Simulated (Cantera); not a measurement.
Input: 1 mol toluene, 0.87 mol NH₃, 12 mol H₂, equilibrated at 2675 °C and 0.500 bar.

Method: chemical equilibrium by Gibbs-energy minimisation in Cantera with the NASA 1993 tables (ideal gas, pure condensed phases). Candidate condensed phases: C, C₆H₆, C₇H₈, C₈H₁₈; 92 gas species. Kinetics and transport are ignored.

Base state: H₂ 0.758, H 0.165, C₂H₂ (acetylene) 0.0404, HCN 0.0174, N₂ 0.0120, HNC 0.00315, C₂H 0.00140, C₄H₂ 0.000900 (mole fractions); condensed: C(graphite).

**Question.** What changes in the equilibrium state with this change: H₂ from 12 to 0.34 mol?

**Answer.** 
```csv
species,before,after
H₂,0.758,0.713
H,0.165,0.160
N₂,0.0120,0.0458
HCN,0.0174,0.0330
C₂H₂ (acetylene),0.0404,0.0380
C₂N₂,9.07e-6,3.47e-5
CN,0.000372,0.000728
HNC,0.00315,0.00597
CH₄,2.37e-5,2.10e-5
C₃H₃ (propargyl),1.06e-5,9.68e-6
"C(graphite), mol",4.87,6.18
```
